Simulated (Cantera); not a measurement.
Charge: 1 mol Ca(OH)2, 1.7 mol CO2, 0.75 mol H2O, at 1223 K and 3.98 Torr.

Cantera equilibrium calculation (NASA polynomials, part measured and part estimated; ideal gas, pure solids and liquids). Candidate condensed phases: C, C6H6, C7H8, C8H18, Ca, CaCO3, CaO, Ca(OH)2, H2O; 115 gas species. Kinetics and transport are ignored.

Base state: H2O 0.507, CO2 0.493, CO 3.65e-5, O2 3.02e-5, H2 2.58e-5 (mole fractions); condensed: CaO(s).

Task: What changes in the equilibrium state with this change: temperature from 1223 K to 550 K?

Result: 
| species | before | after |
|---|---|---|
| H2O | 0.507 | 0.714 |
| CO2 | 0.493 | 0.286 |
| CO | 3.65e-5 | <1e-9 |
| O2 | 3.02e-5 | <1e-9 |
| H2 | 2.58e-5 | <1e-9 |
| CaO(s), mol | 1.00 | 0 |
| CaCO3(calcite), mol | 0 | 1.00 |

Task: What changes in the equilibrium state with this change: Ca(OH)2 replaced by MgCO3?

Result: 
| species | before | after |
|---|---|---|
| CO2 | 0.493 | 0.783 |
| H2O | 0.507 | 0.217 |
| CO | 3.65e-5 | 5.59e-5 |
| H2 | 2.58e-5 | 1.06e-5 |
| O2 | 3.02e-5 | 3.26e-5 |
| CaO(s), mol | 1.00 | 0 |
| MgO(s), mol | 0 | 1.00 |
Further candidate phases: Mg, MgCO3, MgO, Mg(OH)2.
